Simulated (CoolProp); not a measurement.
Vapour-liquid equilibrium of R134a (1) + R245fa (2) at 66.25 °C; x and y are mole fractions of (1).

Values from CoolProp's multi-fluid Helmholtz-energy mixture model, Tillner-Roth 1994 and Akasaka 2015; pair parameters Akasaka 2014.

| x | bubble pressure, mixture model (kPa) | bubble pressure, Raoult's law (kPa) | y, mixture model | y, Raoult's law |
|---|---|---|---|---|
| 0.05 | 611.7 | 620.3 | 0.130 | 0.157 |
| 0.125 | 703.8 | 724.9 | 0.285 | 0.335 |
| 0.2 | 796.8 | 829.5 | 0.406 | 0.469 |
| 0.275 | 891.0 | 934.0 | 0.505 | 0.573 |
| 0.35 | 986.8 | 1039 | 0.587 | 0.655 |
| 0.425 | 1084 | 1143 | 0.657 | 0.723 |
| 0.5 | 1184 | 1248 | 0.718 | 0.779 |
| 0.575 | 1287 | 1352 | 0.772 | 0.827 |
| 0.65 | 1393 | 1457 | 0.820 | 0.868 |
| 0.725 | 1502 | 1561 | 0.864 | 0.903 |
| 0.8 | 1616 | 1666 | 0.904 | 0.934 |
| 0.875 | 1734 | 1770 | 0.942 | 0.961 |
| 0.95 | 1858 | 1875 | 0.977 | 0.985 |

The largest gap from Raoult's law is -5.2 % in bubble pressure, at x = 0.425. No azeotrope shows between x = 0.05 and 0.95.

The pair parameters rest on a limited set of measurements; away from them the model extrapolates.
